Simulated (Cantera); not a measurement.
What does this Cantera script print?

```python
import numpy as np
import cantera as ct

surf = ct.Interface("ptcombust.yaml", "Pt_surf")
gas = surf.adjacent["gas"]
gas.TPX = 775, 300000, {'H2': 0.0042, 'O2': 0.15, 'N2': 0.79, 'H2O': 0.0061}
surf.TP = 775, 300000
reactor = ct.FlowReactor(gas, clone=False)
reactor.area = 0.0001  # m2
reactor.surface_area_to_volume_ratio = 220  # 1/m
reactor.mass_flow_rate = 1.4 * reactor.area * gas.density  # inlet velocity 1.4 m/s
reactor.energy_enabled = False
wall = ct.ReactorSurface(surf, reactor, clone=False)
net = ct.ReactorNet([reactor])
net.rtol, net.atol = 1e-8, 1e-16
show, cover = ['H2', 'O2', 'H2O'], ['PT(S)', 'H(S)', 'O(S)', 'OH(S)', 'CO(S)', 'C(S)']

rows = []
print(f"{'z/m':>9s}{'u/(m/s)':>9s}" + "".join(f"{s:>13s}" for s in show + cover))
for z in [0.00021, 0.00037, 0.00066, 0.0012, 0.0021, 0.0037, 0.0066, 0.012, 0.021]:
    net.advance(z)
    rows.append([reactor.speed, *gas[show].X, *surf[cover].coverages])
    print(f"{z:9.4g}{rows[-1][0]:9.3g}" + "".join(f"{x:13.4e}" for x in rows[-1][1:]))
```

Result:

```
      z/m  u/(m/s)           H2           O2          H2O        PT(S)         H(S)         O(S)        OH(S)        CO(S)         C(S)
  0.00021      1.4   4.1658e-03   1.5774e-01   6.6743e-03   5.2086e-02   2.8802e-08   9.4358e-01   4.3243e-03   6.8202e-29   3.2316e-32
  0.00037      1.4   3.9902e-03   1.5766e-01   6.8508e-03   5.0124e-02   2.6867e-08   9.4560e-01   4.2715e-03   1.7327e-27  -3.1245e-30
  0.00066      1.4   3.7052e-03   1.5754e-01   7.1374e-03   4.6959e-02   2.3872e-08   9.4885e-01   4.1806e-03  -3.2921e-27   4.6443e-30
   0.0012      1.4   3.2649e-03   1.5736e-01   7.5801e-03   4.2131e-02   1.9601e-08   9.5384e-01   4.0270e-03  -3.6526e-26  -2.0960e-29
   0.0021      1.4   2.7132e-03   1.5712e-01   8.1347e-03   3.6221e-02   1.4872e-08   9.5996e-01   3.8113e-03  -1.9908e-26  -1.6467e-30
   0.0037      1.4   2.0608e-03   1.5685e-01   8.7907e-03   2.9533e-02   1.0192e-08   9.6694e-01   3.5232e-03   2.1851e-28   1.7254e-29
   0.0066      1.4   1.3852e-03   1.5656e-01   9.4700e-03   2.3144e-02   6.4011e-09   9.7366e-01   3.1927e-03   5.1563e-26   1.5667e-29
    0.012      1.4   7.7803e-04   1.5631e-01   1.0080e-02   1.8101e-02   3.8937e-09   9.7902e-01   2.8807e-03  -3.5114e-26  -8.5841e-28
    0.021      1.4   3.5765e-04   1.5613e-01   1.0503e-02   1.5113e-02   2.6172e-09   9.8222e-01   2.6675e-03   1.5256e-28  -3.3428e-30
```

Computed with Cantera and Deutschmann's 1995 Pt surface mechanism with GRI-Mech 3.0 gas chemistry. Catalytic surfaces can have several steady states; this one follows from the mechanism file's or the stated starting coverage. Mass transfer to the wall is taken as infinitely fast.
